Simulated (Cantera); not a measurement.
A perfectly stirred reactor is fed with 33.3 % C₂H₆, 66.7 % N₂, at 0.987 atm; it is held at 1425 K, and followed from long to short residence time.

Model: GRI-Mech 3.0 (53 species, 325 reactions), integrated in Cantera. GRI-Mech 3.0 stops at C3 and has no aromatics, soot or wall deposition, so with more carbon than oxygen in the feed, carbon stays in small species such as C2H2 where larger ones or solid carbon would form.

Problem. Predict: x(C₂H₆) at τ = 4.70 s; x(CH₃) at τ = 4.70 s; x(C₂H) at τ = 4.70 s; x(C₂H₄) at τ = 4.70 s; x(C₂H₆) at τ = 32.0 ms; x(CH₂) at τ = 32.0 ms; x(CH₃) at τ = 32.0 ms; x(C₂H) at τ = 32.0 ms; x(C₂H₄) at τ = 32.0 ms.

Solution. 
| Property | Result |
|---|---|
| x(C₂H₆) at τ = 4.70 s | 0.000238 |
| x(CH₃) at τ = 4.70 s | 3.82e-5 |
| x(C₂H) at τ = 4.70 s | 3.21e-9 |
| x(C₂H₄) at τ = 4.70 s | 0.0262 |
| x(C₂H₆) at τ = 32.0 ms | 0.00472 |
| x(CH₂) at τ = 32.0 ms | 8.69e-9 |
| x(CH₃) at τ = 32.0 ms | 0.000138 |
| x(C₂H) at τ = 32.0 ms | 1.31e-8 |
| x(C₂H₄) at τ = 32.0 ms | 0.0565 |
